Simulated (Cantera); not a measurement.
Silicon nitride deposition: SiH2Cl2 + N2

A closed system holds: 1 mol SiH2Cl2, 0.51 mol N2, at 750 Torr.

Equilibrium computed with Cantera from the NASA thermochemical tables; the gas is ideal and each condensed phase is pure. Candidate condensed phases: NH4Cl, Si, Si3N4; 28 gas species. N2 is the only nitrogen source here; it is nearly inert below about 1500 K, so the nitride shown seldom forms there in practice. The tables' values for SiCl3 are old estimates; treat these amounts as uncertain. The numbers say what is thermodynamically allowed, not how fast it happens.

From 800 K to 1400 K the condensed part is Si3N4(s). The main Si-bearing gas is SiCl4 throughout. The share of Si in condensed phases is highest at 1325 K (66.5 %) and lowest at 800 K (62.4 %).

```json
[
 {"T (K)": "800", "x H2": "0.437", "x HCl": "0.290", "x SiCl4": "0.218", "x N2": "0.0545", "x SiCl3": "3.12e-7", "x SiHCl3": "0.000297", "n Si3N4(s)": "0.208"},
 {"T (K)": "875", "x H2": "0.424", "x HCl": "0.313", "x SiCl4": "0.212", "x N2": "0.0505", "x SiCl3": "2.66e-6", "x SiHCl3": "0.000626", "n Si3N4(s)": "0.212"},
 {"T (K)": "950", "x H2": "0.413", "x HCl": "0.333", "x SiCl4": "0.206", "x N2": "0.0471", "x SiCl3": "1.61e-5", "x SiHCl3": "0.00117", "n Si3N4(s)": "0.214"},
 {"T (K)": "1025", "x H2": "0.403", "x HCl": "0.350", "x SiCl4": "0.201", "x N2": "0.0443", "x SiCl3": "7.45e-5", "x SiHCl3": "0.00199", "n Si3N4(s)": "0.217"},
 {"T (K)": "1100", "x H2": "0.395", "x HCl": "0.364", "x SiCl4": "0.196", "x N2": "0.0421", "x SiCl3": "0.000278", "x SiHCl3": "0.00313", "n Si3N4(s)": "0.219"},
 {"T (K)": "1175", "x H2": "0.387", "x HCl": "0.376", "x SiCl4": "0.191", "x N2": "0.0403", "x SiCl3": "0.000873", "x SiHCl3": "0.00463", "n Si3N4(s)": "0.220"},
 {"T (K)": "1250", "x H2": "0.380", "x HCl": "0.387", "x SiCl4": "0.185", "x N2": "0.0390", "x SiCl3": "0.00237", "x SiHCl3": "0.00647", "n Si3N4(s)": "0.221"},
 {"T (K)": "1325", "x H2": "0.373", "x HCl": "0.395", "x SiCl4": "0.178", "x N2": "0.0385", "x SiCl3": "0.00564", "x SiHCl3": "0.00859", "n Si3N4(s)": "0.222"},
 {"T (K)": "1400", "x H2": "0.366", "x HCl": "0.401", "x SiCl4": "0.167", "x N2": "0.0392", "x SiCl3": "0.0119", "x SiHCl3": "0.0108", "n Si3N4(s)": "0.221"}
]
```
x: gas mole fraction; n: condensed amount in mol.
